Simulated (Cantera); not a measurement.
A closed system holds: 1 mol CH₃F, 0.64 mol H₂, at 1198.15 K and 0.130 bar.

Cantera equilibrium calculation (NASA polynomials, part measured and part estimated; ideal gas, pure solids and liquids). Rates play no part.

| species | before | after |
|---|---|---|
| H₂ | 0.620 | 0.549 |
| HF | 0.379 | 0.364 |
| H | 4.16e-7 | 0.0782 |
| C₂H₂ (acetylene) | 6.15e-8 | 0.00883 |
| F | <1e-9 | 0.000139 |
| C₂H | <1e-9 | 0.000110 |
| C₄H₂ | <1e-9 | 5.89e-5 |
| C₃ | <1e-9 | 1.66e-5 |
| CH₃ | 1.02e-8 | 1.26e-5 |
| C(graphite), mol | 0.998 | 0.950 |
Gas species are given as mole fractions.

### Question
Which change was made?
A) temperature from 1198.15 K to 800 K
B) CH₃F replaced by CF₄
C) temperature from 1198.15 K to 2598 K
D) CH₃F replaced by CHF₃

### Answer
C, temperature from 1198.15 K to 2598 K
